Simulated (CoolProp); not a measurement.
Model: reference Helmholtz-energy equation of state, Fiedler 2023, in CoolProp.

Question: For tetrahydrofuran, give the phase and the density (kg/m³), Joule-Thomson coefficient (K/MPa) at 464.3 K and 2.98 MPa.

Answer: 
- 464.3 K and 2.98 MPa: liquid; density 669, Joule-Thomson coefficient 0.149
